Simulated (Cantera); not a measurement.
# Ignition delay

Mixture: CH4 : CO : O2 : N2 = 1 : 0.56 : 3.26 : 8.47 (molar parts), equivalence ratio 0.70, at 1.01 bar, adiabatic and at constant pressure. Ignition delay is the time to a rise of 400 K.

Detailed kinetics in Cantera: GRI-Mech 3.0 (53 species, 325 reactions).

```json
[
 {"T0 (K)": "1025", "delay (ms)": "628"},
 {"T0 (K)": "1100", "delay (ms)": "161"},
 {"T0 (K)": "1175", "delay (ms)": "46.8"},
 {"T0 (K)": "1250", "delay (ms)": "15.1"},
 {"T0 (K)": "1325", "delay (ms)": "5.44"},
 {"T0 (K)": "1400", "delay (ms)": "2.18"},
 {"T0 (K)": "1475", "delay (ms)": "0.981"},
 {"T0 (K)": "1550", "delay (ms)": "0.493"},
 {"T0 (K)": "1625", "delay (ms)": "0.271"},
 {"T0 (K)": "1700", "delay (ms)": "0.161"}
]
```

apparent activation energy between 1550 and 1700 K: 160 kJ/mol
